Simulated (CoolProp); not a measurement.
Values from CoolProp's reference Helmholtz-energy equation of state, Thol 2019.

**Question.** Give the vapour pressure (MPa), liquid density (kg/m³), enthalpy of vaporisation (kJ/kg), surface tension (mN/m) of saturated tetradecamethylhexasiloxane (MD4M) at 248.35 °C.

**Answer.** 
| T (°C) | p (MPa) | liquid density (kg/m³) | enthalpy of vaporisation (kJ/kg) | surface tension (mN/m) |
|---|---|---|---|---|
| 248.35 | 0.0784 | 653 | 101 | 4.83 |

Surface tension comes from a separate correlation (Mulero 2014), older than this fluid's equation and unchecked against measurements.
